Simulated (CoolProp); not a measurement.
Values from CoolProp's reference Helmholtz-energy equation of state, Thol 2019.

### Question
For n-hexane, give the phase and the cp (kJ/(kg K)), Joule-Thomson coefficient (K/MPa), isothermal compressibility (1/MPa), Prandtl number at 51.15 °C and 6.34 MPa.

### Answer
- 51.15 °C and 6.34 MPa: liquid; cp 2.37, Joule-Thomson coefficient -0.364, isothermal compressibility 0.00192, Prandtl number 5.13

Viscosity comes from a separate model (Michailidou 2013). Thermal conductivity comes from a separate model (Assael 2013).
